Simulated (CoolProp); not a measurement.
Values from CoolProp's reference Helmholtz-energy equation of state, Smukala 2000.

Q: For ethylene, give the phase and the density (kg/m³), cp (kJ/(kg K)), cv (kJ/(kg K)), isothermal compressibility (1/MPa) at -85.15 °C and 5.55 MPa; 50.45 °C and 5.55 MPa.

A: 
- -85.15 °C and 5.55 MPa: liquid; density 547, cp 2.42, cv 1.34, isothermal compressibility 0.00223
- 50.45 °C and 5.55 MPa: supercritical; density 80.7, cp 2.60, cv 1.46, isothermal compressibility 0.264
